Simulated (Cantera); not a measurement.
**Hydrocarbon pyrolysis for carbon deposition**

A perfectly stirred reactor is fed with C2H6 : H2 = 1 : 13 (molar parts), at 10.00 Torr; it is held at 1950 K, and followed from long to short residence time.

Cantera simulation using GRI-Mech 3.0 (53 species, 325 reactions); the numbers are that mechanism's predictions, not measurements. GRI-Mech 3.0 stops at C3 and has no aromatics, soot or wall deposition, so with more carbon than oxygen in the feed, carbon stays in small species such as C2H2 where larger ones or solid carbon would form. Radical loss at walls, strong at low pressure, is not modelled.

```json
[
 {"τ (s)": "22", "x C2H6": "9.68e-8", "x H2": "0.928", "x CH4": "0.000853", "x CH3": "0.000168", "x C2H": "9.60e-6"},
 {"τ (s)": "8.3", "x C2H6": "2.66e-7", "x H2": "0.928", "x CH4": "0.00147", "x CH3": "0.000276", "x C2H": "9.11e-6"},
 {"τ (s)": "3.2", "x C2H6": "7.26e-7", "x H2": "0.928", "x CH4": "0.00258", "x CH3": "0.000453", "x C2H": "8.45e-6"},
 {"τ (s)": "1.2", "x C2H6": "2.05e-6", "x H2": "0.927", "x CH4": "0.00464", "x CH3": "0.000754", "x C2H": "7.69e-6"},
 {"τ (s)": "0.46", "x C2H6": "5.61e-6", "x H2": "0.925", "x CH4": "0.00807", "x CH3": "0.00123", "x C2H": "7.01e-6"},
 {"τ (s)": "0.18", "x C2H6": "1.47e-5", "x H2": "0.922", "x CH4": "0.0133", "x CH3": "0.00197", "x C2H": "6.46e-6"},
 {"τ (s)": "0.068", "x C2H6": "3.91e-5", "x H2": "0.917", "x CH4": "0.0211", "x CH3": "0.00314", "x C2H": "6.01e-6"},
 {"τ (s)": "0.026", "x C2H6": "9.99e-5", "x H2": "0.910", "x CH4": "0.0311", "x CH3": "0.00486", "x C2H": "5.60e-6"},
 {"τ (s)": "0.0099", "x C2H6": "0.000249", "x H2": "0.902", "x CH4": "0.0427", "x CH3": "0.00730", "x C2H": "5.15e-6"},
 {"τ (s)": "0.0038", "x C2H6": "0.000607", "x H2": "0.893", "x CH4": "0.0543", "x CH3": "0.0105", "x C2H": "4.53e-6"}
]
```
x: mole fraction; the columns are a selection and need not sum to one.
